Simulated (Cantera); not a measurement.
A closed system holds: 1 mol MgO, 1.7 mol HBr, 0.99 mol O₂, equilibrated at 23.0 Pa.

These are equilibrium values from Cantera (NASA tables, ideal gas, pure condensed phases), not measurements of a reactor. Candidate condensed phases: Br₂, H₂O, Mg, MgBr₂, MgO, Mg(OH)₂; 20 gas species. Rates play no part. All values below are at 1273 K.

Base state: Br 0.485, H₂O 0.253, O₂ 0.199, HBr 0.0527, Br₂ 0.0103, OH 9.71e-5, MgBr₂ 7.32e-5 (mole fractions); condensed: MgO(s).

Q: What changes in the equilibrium state with this change: HBr from 1.7 to 18 mol?

A: 
```json
[
 {"species": "HBr", "before": "0.0527", "after": "0.653"},
 {"species": "Br", "before": "0.485", "after": "0.198"},
 {"species": "H₂O", "before": "0.253", "after": "0.122"},
 {"species": "O₂", "before": "0.199", "after": "5.54e-8"},
 {"species": "MgBr₂", "before": "7.32e-5", "after": "0.0232"},
 {"species": "Br₂", "before": "0.0103", "after": "0.00172"},
 {"species": "H₂", "before": "1.99e-6", "after": "0.00182"},
 {"species": "OH", "before": "9.71e-5", "after": "1.55e-6"},
 {"species": "MgO(s), mol", "before": "1.000", "after": "0.536"}
]
```
